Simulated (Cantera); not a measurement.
**Premixed flame**

A freely propagating, adiabatic, planar premixed flame of H2 : O2 : N2 : H2O = 1 : 0.725 : 3.33 : 0.24 (molar parts), unburnt at 550 K and 3750 Torr; mixture-averaged transport, grid criteria slope 0.08 and curve 0.16, no radiation.

Computed with Cantera and the H2/O2 subset of GRI-Mech 3.0, which has no nitrogen chemistry. The hydrogen kinetics of GRI-Mech 3.0 are dated; newer H2 mechanisms differ, most at raised pressure. Burning velocities carry a grid error of a few per cent, more on coarse grids. Lean hydrogen flames are cellular in practice and burn faster than this planar one.

| z (mm) | T (K) | u (m/s) | x H2 | x O2 | x H2O | x OH | x H2O2 | x O |
|---|---|---|---|---|---|---|---|---|
| -0.243 | 551 | 1.15 | 0.185 | 0.138 | 0.0456 | <1e-8 | 1.16e-7 | <1e-8 |
| -0.162 | 553 | 1.15 | 0.178 | 0.139 | 0.0462 | <1e-8 | 7.42e-7 | <1e-8 |
| -0.121 | 560 | 1.15 | 0.168 | 0.140 | 0.0476 | <1e-8 | 3.73e-6 | <1e-8 |
| -0.0810 | 592 | 1.19 | 0.146 | 0.142 | 0.0531 | <1e-8 | 2.30e-5 | 4.72e-8 |
| -0.0405 | 804 | 1.56 | 0.0986 | 0.136 | 0.0861 | 2.16e-5 | 0.000159 | 1.03e-5 |
| -0.0202 | 1099 | 2.10 | 0.0654 | 0.117 | 0.130 | 0.000391 | 0.000152 | 0.000216 |
| 0 | 1407 | 2.68 | 0.0348 | 0.0894 | 0.181 | 0.00173 | 1.99e-5 | 0.00114 |
| 0.0202 | 1607 | 3.06 | 0.0162 | 0.0689 | 0.214 | 0.00379 | 4.58e-6 | 0.00192 |
| 0.0405 | 1715 | 3.26 | 0.00830 | 0.0595 | 0.230 | 0.00497 | 3.03e-6 | 0.00192 |
| 0.0810 | 1811 | 3.44 | 0.00341 | 0.0541 | 0.240 | 0.00481 | 1.79e-6 | 0.00120 |
| 0.162 | 1863 | 3.53 | 0.00117 | 0.0526 | 0.246 | 0.00321 | 9.16e-7 | 0.000441 |
| 0.324 | 1883 | 3.57 | 0.000316 | 0.0525 | 0.248 | 0.00180 | 4.12e-7 | 0.000127 |
| 0.648 | 1888 | 3.58 | 0.000103 | 0.0526 | 0.249 | 0.00111 | 2.16e-7 | 4.64e-5 |
x: mole fraction of selected species; z is measured from the peak of heat release.

* **laminar burning velocity**: 116 cm/s
* **thermal thickness**: 0.0810 mm
* **peak x(OH)**: 0.00516
* **peak x(H2O2)**: 0.000186
* **peak x(O)**: 0.00200
* **grid points**: 110
